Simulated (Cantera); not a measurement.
A perfectly stirred reactor is fed with CH₄ : O₂ : N₂ = 1 : 1.25 : 4.7 (molar parts), at 9750 Torr; it is adiabatic with a 700 K inlet, and is followed from long to short residence time, starting on the burning branch (τ in s: 0.15, 0.064, 0.028, 0.012, 0.0052, 0.0022, 0.00096, 0.00042, 0.00018, 7.8e-05).

Model: GRI-Mech 3.0 (53 species, 325 reactions), integrated in Cantera. The pressure lies above the range GRI-Mech 3.0 was tuned for (to about 10 atm).

Problem. What does this change do: CH4 1 to 1.3 parts?

Solution. 
| quantity | before | after |
|---|---|---|
| blow-out, bracketed by the residence times tried | burning at 78.0 µs, the shortest tried | burning at 0.420 ms, out at 0.180 ms |
| x(CH₄) at τ = 0.150 s | 0.000253 | 0.00766 |
| x(O₂) at τ = 0.150 s | 1.36e-5 | 7.51e-5 |
| x(C₂H₂) at τ = 0.150 s | 1.30e-5 | 0.00491 |
| x(CO₂) at τ = 0.150 s | 0.0325 | 0.0246 |
| x(C₂H₄) at τ = 0.150 s | 1.36e-7 | 0.000168 |
| x(CH₄) at τ = 2.20 ms | 0.00431 | 0.0225 |
| x(O₂) at τ = 2.20 ms | 0.000743 | 0.00268 |
| x(C₂H₂) at τ = 2.20 ms | 0.00244 | 0.0142 |
| x(CO₂) at τ = 2.20 ms | 0.0349 | 0.0290 |
| x(C₂H₄) at τ = 2.20 ms | 4.38e-5 | 0.000606 |

Problem. What does this change do: 0.69 parts H2 added?

Solution. 
| quantity | before | after |
|---|---|---|
| blow-out, bracketed by the residence times tried | burning at 78.0 µs, the shortest tried | burning at 78.0 µs, the shortest tried |
| x(CH₄) at τ = 0.150 s | 0.000253 | 0.00124 |
| x(O₂) at τ = 0.150 s | 1.36e-5 | 1.93e-5 |
| x(C₂H₂) at τ = 0.150 s | 1.30e-5 | 0.000213 |
| x(CO₂) at τ = 0.150 s | 0.0325 | 0.0208 |
| x(C₂H₄) at τ = 0.150 s | 1.36e-7 | 3.25e-6 |
| x(CH₄) at τ = 2.20 ms | 0.00431 | 0.00932 |
| x(O₂) at τ = 2.20 ms | 0.000743 | 0.000920 |
| x(C₂H₂) at τ = 2.20 ms | 0.00244 | 0.00627 |
| x(CO₂) at τ = 2.20 ms | 0.0349 | 0.0228 |
| x(C₂H₄) at τ = 2.20 ms | 4.38e-5 | 0.000125 |
